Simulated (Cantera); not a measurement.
A closed system holds: 1 mol SiH₂Cl₂, 0.0059 mol C₃H₈, 150 mol H₂, held at 1025 °C and 0.00440 bar.

Method: chemical equilibrium by Gibbs-energy minimisation in Cantera with the NASA 1993 tables (ideal gas, pure condensed phases). Candidate condensed phases: C, C₆H₆, C₇H₈, C₈H₁₈, Si, SiC; 109 gas species. Mutual solubility and eutectic melting of coexisting phases are not modelled. Rates play no part.

Base state: H₂ 0.987, HCl 0.0123, SiCl₂ 0.000409, H 1.61e-5 (mole fractions); condensed: Si(s) + SiC(s).

Problem. What changes in the equilibrium state with this change: temperature from 1025 °C to 2277 °C?

Solution. 
| species | before | after |
|---|---|---|
| H₂ | 0.987 | 0.615 |
| H | 1.61e-5 | 0.369 |
| HCl | 0.0123 | 0.00747 |
| Si | 9.28e-9 | 0.00523 |
| C₂H₂ (acetylene) | <1e-9 | 3.52e-5 |
| Cl | 1.69e-7 | 0.00315 |
| Si(s), mol | 0.919 | 0 |
| SiC(s), mol | 0.0177 | 0 |
The tables' values for SiCl are old estimates; treat these amounts as uncertain.

Problem. What changes in the equilibrium state with this change: SiH₂Cl₂ replaced by SiHCl₃?

Solution. 
```csv
species,before,after
H₂,0.987,0.981
HCl,0.0123,0.0179
SiCl₂,0.000409,0.000873
SiCl₃,3.80e-6,1.18e-5
H,1.61e-5,1.60e-5
"Si(s), mol",0.919,0.847
"SiC(s), mol",0.0177,0.0177
```
The tables' values for SiCl₃ are old estimates; treat these amounts as uncertain.
